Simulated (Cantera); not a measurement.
**Thermodynamics of hydrogen reduction and annealing atmospheres, feed Cu₂O + H₂ + H₂O**

Feed: 1 mol Cu₂O, 5.7 mol H₂, 4 mol H₂O, held at 13.3 mbar.

Cantera equilibrium calculation (NASA polynomials, part measured and part estimated; ideal gas, pure solids and liquids). Candidate condensed phases: Cu, CuO, Cu(OH)₂, Cu₂O, H₂O; 12 gas species. Kinetics and transport are ignored.

From 1275 K to 1325 K the condensed part is Cu(s). From 1375 K to 1775 K the condensed part is Cu(l). The main Cu-bearing gas is Cu throughout.

```csv
T (K),log p H₂O,log p H₂,log p Cu,log p H,log p OH,n Cu(s),n Cu(l)
1275,-2.16,-2.19,-7.06,-7.23,-9.13,2.00,0
1325,-2.16,-2.19,-6.55,-6.88,-8.69,2.00,0
1375,-2.16,-2.19,-6.08,-6.56,-8.28,0,2.00
1425,-2.16,-2.19,-5.66,-6.26,-7.89,0,2.00
1475,-2.16,-2.19,-5.27,-5.98,-7.54,0,2.00
1525,-2.16,-2.19,-4.91,-5.72,-7.20,0,1.99
1575,-2.16,-2.19,-4.56,-5.48,-6.89,0,1.98
1625,-2.16,-2.19,-4.24,-5.25,-6.60,0,1.96
1675,-2.17,-2.19,-3.94,-5.03,-6.32,0,1.92
1725,-2.17,-2.20,-3.66,-4.83,-6.06,0,1.84
1775,-2.18,-2.20,-3.39,-4.64,-5.82,0,1.70
```
log p: log10 of the partial pressure in bar; n: condensed amount in mol.
